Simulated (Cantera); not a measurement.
Mixture: CH4 : O2 : N2 : H2O = 1 : 1.82 : 6.84 : 0.63 (molar parts), equivalence ratio 1.1, at 10.0 bar, adiabatic and at constant volume. Ignition delay is the time to a rise of 400 K.

Cantera simulation using GRI-Mech 3.0 (53 species, 325 reactions); the numbers are that mechanism's predictions, not measurements.

What does this change do: pressure from 10.0 bar to 1.30 bar?


```tsv
quantity	before	after
delay at 1298 K	1.58 ms	11.4 ms
delay at 1448 K	0.337 ms	1.91 ms
delay at 1598 K	82.5 µs	0.414 ms
delay at 1748 K	23.4 µs	0.122 ms
delay at 1898 K	8.10 µs	46.2 µs
apparent activation energy between 1823 and 1973 K	190 kJ/mol	170 kJ/mol
```

What does this change do: pressure from 10.0 bar to 1.00 bar?


```csv
quantity,before,after
delay at 1298 K,1.58 ms,14.2 ms
delay at 1448 K,0.337 ms,2.33 ms
delay at 1598 K,82.5 µs,0.508 ms
delay at 1748 K,23.4 µs,0.152 ms
delay at 1898 K,8.10 µs,58.7 µs
apparent activation energy between 1823 and 1973 K,190 kJ/mol,170 kJ/mol
```
